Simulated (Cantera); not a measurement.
Cantera run:

```python
import numpy as np
import cantera as ct

gas_names = """
    C CH CH2 CH3 CH4 C2 C2H C2H2,acetylene C2H2,vinylidene C2H3,vinyl C2H4 C2H5 C2H6 C3 C3H3,propargyl
    C3H4,allene C3H4,propyne C3H4,cyclo- C3H5,allyl C3H6,propylene C3H6,cyclo- C3H7,n-propyl
    C3H7,i-propyl C3H8 C4 C4H2 C4H4,1,3-cyclo- C4H6,butadiene C4H6,2-butyne C4H6,cyclo- C4H8,1-butene
    C4H8,cis2-buten C4H8,tr2-butene C4H8,isobutene C4H8,cyclo- C4H9,n-butyl C4H9,i-butyl C4H9,s-butyl
    C4H9,t-butyl C4H10,isobutane C4H10,n-butane C5 C5H6,1,3cyclo- C5H8,cyclo- C5H10,1-pentene
    C5H10,cyclo- C5H11,pentyl C5H11,t-pentyl C5H12,n-pentane C5H12,i-pentane CH3C(CH3)2CH3 C6H2
    C6H5,phenyl C6H6 C6H10,cyclo- C6H12,1-hexene C6H12,cyclo- C6H13,n-hexyl C7H7,benzyl C7H8
    C7H14,1-heptene C7H15,n-heptyl C7H16,n-heptane C8H8,styrene C8H10,ethylbenz C8H16,1-octene
    C8H17,n-octyl C8H18,isooctane C8H18,n-octane C9H19,n-nonyl C10H8,naphthale C10H21,n-decyl
    C12H9,o-bipheny C12H10,bipheny H H2 Si SiC SiC2 SiC4H12 SiH SiH2 SiH3 SiH4 Si2 Si2C Si3
""".split()
cond_names = """
    C(gr) C6H6(L) C7H8(L) C8H18(L),n-octa Si(cr) Si(L) SiC(b)
""".split()


def load(file, names, dense=False):
    # The tables refer to 1 bar. Condensed volumes are neglected.
    table = {s.name: s for s in ct.Species.list_from_file(file)}
    out = []
    for n in names:
        d = dict(table[n].input_data)
        d["thermo"] = dict(d["thermo"], **{"reference-pressure": 1e5})
        if dense:
            d["equation-of-state"] = {"model": "constant-volume", "density": "1e6 g/cm^3"}
        out.append(ct.Species.from_dict(d))
    return out


gas = ct.Solution(thermo="ideal-gas", species=load("nasa_gas.yaml", gas_names))
cond = {s.name: ct.Solution(thermo="fixed-stoichiometry", species=[s], name=s.name)
        for s in load("nasa_condensed.yaml", cond_names, dense=True)}
atoms = {
    'CH3SiH3': {'C': 1, 'H': 6, 'Si': 1},
    'H2': {'H': 2},
}
top_T = {'C(gr)': 4500, 'SiC(b)': 3050}  # K; cautious upper limits of use, not melting points


def equilibrate(T, P, feed):
    n = {}
    for name, mol in feed.items():
        for a, k in atoms[name].items():
            n[a] = n.get(a, 0.0) + k * mol
    gas.TPX = T, P, n
    mass = sum(n.values()) * gas.mean_molecular_weight
    gas.equilibrate("TP")
    valid = [c for c in cond.values() if c.min_temp <= T <= top_T.get(c.name, c.max_temp)]
    mix = ct.Mixture([(gas, mass / gas.mean_molecular_weight)] + [(c, 0.0) for c in valid])
    mix.T, mix.P = T, P
    mix.equilibrate("TP", solver="vcs", rtol=1e-11, max_steps=5000)
    return mix


results = []
feed = {'CH3SiH3': 1, 'H2': 92}  # mol
P = 400  # Pa
for T in [1475, 1575, 1675, 1775, 1875, 1975, 2075, 2175, 2275, 2375, 2475, 2575]:
    mix = equilibrate(T, P, feed)
    results.append((T, P, feed, dict(zip(mix.species_names, mix.species_moles))))

top = {s: max(r[3][s] / sum(r[3][g] for g in gas_names) for r in results) for s in gas_names}
cols = sorted((s for s in top if top[s] > 1e-06), key=lambda s: -top[s])[:8]
seen = [c for c in cond_names if any(r[3].get(c, 0) > 1e-12 for r in results)]
print("log10 of partial pressures in bar; condensed amounts in mol")
print(f"{'T/K':>10s}" + "".join(f"{s[:9]:>10s}" for s in cols + seen))
for T, P, feed, n in results:
    ng = sum(n[g] for g in gas_names)
    print(f"{T:10.4g}" + "".join(f"{np.log10(max(n[s] / ng * P / 1e5, 1e-99)):10.3f}" for s in cols)
          + "".join(f"{n.get(c, 0):10.4g}" for c in seen))
```

It prints:

```
log10 of partial pressures in bar; condensed amounts in mol
       T/K        H2         H        Si C2H2,acet      SiC2      Si2C       SiH       C2H     C(gr)    SiC(b)
      1475    -2.398    -6.086    -9.015   -10.386   -14.679   -11.919    -9.662   -16.868         0         1
      1575    -2.398    -5.580    -8.353    -8.883   -12.655   -10.927    -9.173   -14.599         0    0.9999
      1675    -2.399    -5.135    -7.604    -7.894   -11.042    -9.890    -8.579   -12.935         0    0.9993
      1775    -2.400    -4.738    -6.879    -7.142    -9.676    -8.912    -7.990   -11.585         0    0.9964
      1875    -2.403    -4.385    -6.224    -6.491    -8.467    -8.032    -7.458   -10.398         0    0.9841
      1975    -2.408    -4.068    -5.635    -5.910    -7.384    -7.243    -6.981    -9.335         0    0.9373
      2075    -2.418    -3.783    -5.103    -5.392    -6.408    -6.533    -6.554    -8.379         0    0.7761
      2175    -2.436    -3.530    -4.543    -5.088    -5.602    -5.812    -6.093    -7.672    0.3049    0.1233
      2275    -2.462    -3.302    -4.488    -4.881    -5.386    -6.098    -6.134    -7.094   0.08877         0
      2375    -2.501    -3.101    -4.492    -4.849    -5.385    -6.541    -6.234    -6.714         0         0
      2475    -2.558    -2.927    -4.507    -4.876    -5.431    -6.988    -6.348    -6.412         0         0
      2575    -2.639    -2.780    -4.533    -4.929    -5.486    -7.425    -6.479    -6.147         0         0
```

Cantera equilibrium calculation (NASA polynomials, part measured and part estimated; ideal gas, pure solids and liquids). The feed counts by its element totals alone. Gases not in the tables: Si2H6 and higher silanes.
